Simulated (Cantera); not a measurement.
Input: 1 mol AlI3, 11 mol H2O, 250 mol N2, at 0.0930 bar.

Method: chemical equilibrium by Gibbs-energy minimisation in Cantera with the NASA 1993 tables (ideal gas, pure condensed phases). Candidate condensed phases: Al, AlI3, AlN, Al2O3, H2O, I2; 41 gas species. Equilibrium is a limit: real reactors are often held back by kinetics, nucleation or transport. All values below are at 1750 K.

Base state: N2 0.947, H2O 0.0360, I 0.0110, H2 0.00552, HI 0.000314, H 5.66e-5, OH 2.17e-5 (mole fractions); condensed: Al2O3(s).

Problem. What changes in the equilibrium state with this change: N2 from 250 to 12 mol?

Solution. 
| species | before | after |
|---|---|---|
| N2 | 0.947 | 0.464 |
| H2O | 0.0360 | 0.367 |
| I | 0.0110 | 0.106 |
| H2 | 0.00552 | 0.0532 |
| I2 | 1.26e-6 | 0.000117 |
| HI | 0.000314 | 0.00937 |
| OH | 2.17e-5 | 7.11e-5 |
| Al2O3(s), mol | 0.500 | 0.500 |
Gases not in the tables: Al(OH)3.
